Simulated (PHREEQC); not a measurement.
3 g of hydrous ferric oxide (600 m²/g; 0.2 weak and 0.005 strong sites per Fe, Dzombak-Morel constants, diffuse double layer) in 1 kg of water with 0.001 mol/kgw of an inert sodium salt and 0.033 mmol/kgw Na2SeO3, at 25 °C; the pH is set by adding NaOH or the inert anion's acid. The system is closed to oxygen. No CO2 enters from the air. Precipitation was switched off in this run.

The series has 13 steps of pH, from 4 to 10.

Model: ion-association model, wateq4f.dat, run in PHREEQC.

Q: Near which pH is half of the Se sorbed, and on which side is more sorbed?

A: Near pH 9.6, with more sorbed at lower pH.

The database's selenite sorption wasn't checked against measurements; a fall in acid may be a fault of its surface constants.
